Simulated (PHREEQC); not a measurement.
1 kg of water holding 0.005 mol/kgw KHCO3, 0.035 mol/kgw K2CO3, 0.0086 mol/kgw K2SO4 and 0.0044 mol/kgw KCl is evaporated at 25 °C; the solids stay in contact with the brine. The system is closed to CO2. Solids allowed: Arcanite, Kalicinite, Misenite, Sylvite. Others were left out.

The series has 26 steps of water left (kg), from 1 to 0.00744.

Equilibrium calculation in PHREEQC: Pitzer model, pitzer.dat.

Question: Which solids form, in which order, and at which step of the series does each first stand?

Answer: Arcanite from water left = 0.03565 kg (pH 10.57).

Complexes and solids missing from the database can't appear.
